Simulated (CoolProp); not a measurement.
Vapour-liquid equilibrium of o-xylene (1) + n-nonane (2) at 68.05 °C; x and y are mole fractions of (1).

Computed with CoolProp (multi-fluid Helmholtz-energy mixture model, Zhou 2012 and Lemmon 2006; pair parameters Bell 2016).

```
x     bubble pressure, mixture model (kPa)  bubble pressure, Raoult's law (kPa)  y, mixture model  y, Raoult's law
----  ------------------------------------  -----------------------------------  ----------------  ---------------
0.05                                 5.976                                5.885             0.080            0.066
0.15                                 6.333                                6.083             0.220            0.192
0.25                                 6.652                                6.281             0.340            0.309
0.35                                 6.930                                6.479             0.444            0.420
0.45                                 7.167                                6.678             0.536            0.523
0.55                                 7.365                                6.876             0.620            0.621
0.65                                 7.526                                7.074             0.700            0.714
0.75                                 7.649                                7.273             0.779            0.801
0.85                                 7.732                                7.471             0.861            0.884
0.95                                 7.770                                7.669             0.951            0.962
```

The largest gap from Raoult's law is +7.3 % in bubble pressure, at x = 0.45. No azeotrope shows between x = 0.05 and 0.95.

Pair parameters are fitted to limited data, so mixtures are less certain than the pure fluids.
